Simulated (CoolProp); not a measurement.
Computed with CoolProp (reference Helmholtz-energy equation of state, Lemmon 2006). It is a short technical equation, of lower accuracy than the large ones.

**Question.** For carbon monoxide, give the phase and the speed of sound (m/s), Joule-Thomson coefficient (K/MPa) at 348.6 K and 46.2 bar.

**Answer.** 
- 348.6 K and 46.2 bar: supercritical; speed of sound 391, Joule-Thomson coefficient 1.46
